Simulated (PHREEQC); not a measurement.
Consider water at 20 °C with 0.0015 mol NaH2PO4, 0.029 mol HF and 0.0018 mol NaOH per kg of water. Closed to the air; pH follows from the charge balance.

Equilibrium calculation in PHREEQC: ion-association model, wateq4f.dat.

No solid was allowed to form.

### Question
Order these F species by the share of F that they hold, largest first: F-, HF2-, H2F2, HF.

### Answer
HF (70 %), F- (18 %), H2F2 (9.0 %), HF2- (2.7 %)

The pH is 2.50 and the ionic strength 0.00666 mol/kgw. wateq4f.dat counts part of the HF as a dimer, H2F2, which phreeqc.dat doesn't know; its constant is uncertain. H3PO4, which wateq4f.dat lacks, is added to it with the constant of phreeqc.dat.
